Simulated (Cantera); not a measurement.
Feed: 1 mol SiH2Cl2, 13 mol NH3, at 1148.15 K and 0.0413 Torr.

Method: chemical equilibrium by Gibbs-energy minimisation in Cantera with the NASA 1993 tables (ideal gas, pure condensed phases). Candidate condensed phases: NH4Cl, Si, Si3N4; 28 gas species. The numbers say what is thermodynamically allowed, not how fast it happens.

Base state: H2 0.713, N2 0.213, HCl 0.0730, SiCl2 9.63e-5 (mole fractions); condensed: Si3N4(s).

What changes in the equilibrium state with this change: NH3 from 13 to 1.8 mol?


```json
[
 {"species": "H2", "before": "0.713", "after": "0.561"},
 {"species": "HCl", "before": "0.0730", "after": "0.372"},
 {"species": "N2", "before": "0.213", "after": "0.0552"},
 {"species": "SiCl2", "before": "9.63e-5", "after": "0.00784"},
 {"species": "SiCl4", "before": "1.07e-6", "after": "0.00288"},
 {"species": "SiCl3", "before": "3.06e-6", "after": "0.00143"},
 {"species": "SiHCl3", "before": "2.10e-7", "after": "8.73e-5"},
 {"species": "Si3N4(s), mol", "before": "0.332", "after": "0.313"}
]
```
The tables' values for SiCl3 are old estimates; treat these amounts as uncertain.
